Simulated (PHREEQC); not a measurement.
Consider water at 20 °C with 0.019 mol KHF2 per kg of water. Closed to the air; pH follows from the charge balance.

Equilibrium calculation in PHREEQC: ion-association model, wateq4f.dat.

```yaml
pH: 3.15
ionic_strength: 0.0198 mol/kgw
total_alkalinity: -19.0 meq/kg
```

```tsv
species	molality	activity	log γ
K+	0.0190	0.0165	-0.061
F-	0.0187	0.0163	-0.061
HF	0.0156	0.0157	0.002
HF2-	0.00108	0.000937	-0.061
H+	0.000790	0.000703	-0.050
H2F2	0.000762	0.000766	0.002
```

This is a speciation only: nothing precipitates in the calculation. Complexes and solids missing from the database can't appear.
